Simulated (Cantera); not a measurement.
An isothermal, constant-pressure homogeneous reactor starts with C₂H₆ : N₂ = 1 : 110 (molar parts), at 1773 K and 0.0900 Torr. Integrator tolerance rtol = 1e-08.

Model: GRI-Mech 3.0 (53 species, 325 reactions), integrated in Cantera. GRI-Mech 3.0 stops at C3 and has no aromatics, soot or wall deposition, so with more carbon than oxygen in the feed, carbon stays in small species such as C2H2 where larger ones or solid carbon would form. Radical loss at walls, strong at low pressure, is not modelled.

**Question.** What does this change do: N2 110 to 52 parts?

**Answer.** 
| quantity | before | after |
|---|---|---|
| x(C₂H₆) at 20.0 s | 2.31e-10 (gas-phase equilibrium <1e-12) | 1.99e-9 (gas-phase equilibrium <1e-12) |
| x(CH₄) at 20.0 s | 0.000138 (gas-phase equilibrium 4.68e-10) | 0.000561 (gas-phase equilibrium 2.79e-9) |
| x(H) at 20.0 s | 0.000275 (gas-phase equilibrium 0.00331) | 0.000308 (gas-phase equilibrium 0.00482) |
| x(CH₂) at 20.0 s | 7.07e-7 (gas-phase equilibrium 4.44e-10) | 8.73e-7 (gas-phase equilibrium 1.25e-9) |
| x(HCN) at 20.0 s | 0.000111 (gas-phase equilibrium 0.0162) | 8.37e-5 (gas-phase equilibrium 0.0307) |
| x(H₂) at 20.0 s | 0.0173 (gas-phase equilibrium 0.0160) | 0.0353 (gas-phase equilibrium 0.0339) |
| x(C₂H) at 20.0 s | 1.08e-6 (gas-phase equilibrium 1.19e-6) | 1.21e-6 (gas-phase equilibrium 3.06e-6) |

**Question.** What does this change do: temperature 1773 to 1325 K?

**Answer.** 
```csv
quantity,before,after
x(C₂H₆) at 20.0 s,2.31e-10 (gas-phase equilibrium <1e-12),8.07e-7 (gas-phase equilibrium <1e-12)
x(CH₄) at 20.0 s,0.000138 (gas-phase equilibrium 4.68e-10),0.00197 (gas-phase equilibrium 7.46e-8)
x(H) at 20.0 s,0.000275 (gas-phase equilibrium 0.00331),4.64e-5 (gas-phase equilibrium 2.00e-5)
x(CH₂) at 20.0 s,7.07e-7 (gas-phase equilibrium 4.44e-10),2.01e-7 (gas-phase equilibrium 1.20e-12)
x(HCN) at 20.0 s,0.000111 (gas-phase equilibrium 0.0162),1.40e-6 (gas-phase equilibrium 0.0150)
x(H₂) at 20.0 s,0.0173 (gas-phase equilibrium 0.0160),0.0129 (gas-phase equilibrium 0.0177)
x(C₂H) at 20.0 s,1.08e-6 (gas-phase equilibrium 1.19e-6),1.21e-8 (gas-phase equilibrium 8.38e-10)
```
